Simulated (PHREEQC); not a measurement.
Make-up at 25 °C: 0.073 mol HNO3 and 0.00044 mol KCl per kg of water. Closed to the air; pH follows from the charge balance.

The numbers come from PHREEQC with the ion-association model, wateq4f.dat.

No solid was allowed to form.

**Question.** What pH does the model give?

**Answer.** pH 1.21.
